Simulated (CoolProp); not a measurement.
Vapour-liquid equilibrium of ethanol (1) + isohexane (2) at 739 kPa; x and y are mole fractions of (1).

The numbers come from the multi-fluid Helmholtz-energy mixture model, Schroeder 2014 and Lemmon 2006; pair parameters Bell 2016 in CoolProp.

```csv
x,"bubble temperature, mixture model (°C)","bubble temperature, Raoult's law (°C)","y, mixture model","y, Raoult's law"
0.05,133.7,139.6,0.133,0.051
0.15,127.2,139.5,0.289,0.152
0.25,124.3,139.5,0.373,0.252
0.35,123.1,139.4,0.425,0.353
0.45,122.8,139.4,0.460,0.453
0.55,123.0,139.3,0.490,0.553
0.65,123.6,139.3,0.524,0.652
0.75,125.0,139.2,0.575,0.752
0.85,128.1,139.2,0.667,0.851
0.95,134.3,139.1,0.849,0.950
```

The largest gap from Raoult's law is -16.6 K in bubble temperature, at x = 0.45. y crosses x between x = 0.45 and 0.55: the model has an azeotrope there.

Pair parameters are fitted to limited data, so mixtures are less certain than the pure fluids.
